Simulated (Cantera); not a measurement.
Feed: 1 mol Si₂H₆, 6.8 mol NO, held at 1050 °C and 100 Torr.

Equilibrium computed with Cantera from the NASA thermochemical tables; the gas is ideal and each condensed phase is pure. Candidate condensed phases: H₂O, Si, SiO₂, Si₂N₂O, Si₃N₄; 35 gas species. The feed counts by its element totals alone. The tables hold silica as quartz up to 1696 K and as liquid above; real silica turns to tridymite and cristobalite and melts near 1996 K. Gases not in the tables: Si(OH)₄. Kinetics and transport are ignored.

Base state: N₂ 0.531, H₂O 0.438, H₂ 0.0312 (mole fractions); condensed: SiO₂(β-quartz).

Question: What changes in the equilibrium state with this change: NO from 6.8 to 2.3 mol?

Answer: 
```csv
species,before,after
H₂,0.0312,0.837
N₂,0.531,0.163
H₂O,0.438,0.000117
"SiO₂(β-quartz), mol",2.00,0.866
"Si₂N₂O(s), mol",0,0.567
```
Mutual solubility and eutectic melting of coexisting phases are not modelled.

Question: What changes in the equilibrium state with this change: NO from 6.8 to 1.5 mol?

Answer: 
```csv
species,before,after
H₂,0.0312,1.000
SiO,<1e-9,9.95e-5
H₂O,0.438,3.83e-7
N₂,0.531,3.34e-9
"SiO₂(β-quartz), mol",2.00,0.375
"Si(s), mol",0,0.125
"Si₂N₂O(s), mol",0,0.750
```
Mutual solubility and eutectic melting of coexisting phases are not modelled.
